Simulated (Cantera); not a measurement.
Input: 1 mol Si, 0.84 mol F₂, 1.3 mol SF₆, held at 723.15 K and 0.428 Torr.

These are equilibrium values from Cantera (NASA tables, ideal gas, pure condensed phases), not measurements of a reactor. Candidate condensed phases: S, Si; 21 gas species. The tables' values for S₂F₂ (SSF₂), SF₃ are old estimates; treat these amounts as uncertain. Equilibrium is a limit: real reactors are often held back by kinetics, nucleation or transport.

What is the equilibrium state?


```json
{
  "x(SiF₄)": "0.441",
  "x(SF₄)": "0.437",
  "x(SF₆)": "0.106",
  "x(S₂F₂ (SSF₂))": "0.0145",
  "x(SF₂)": "0.000671",
  "x(SF₃)": "0.000510",
  "gas_amount": "2.267 mol",
  "log10 activity of S(l) (absent)": "-6.10",
  "log10 activity of Si(s) (absent)": "-67.64"
}
```
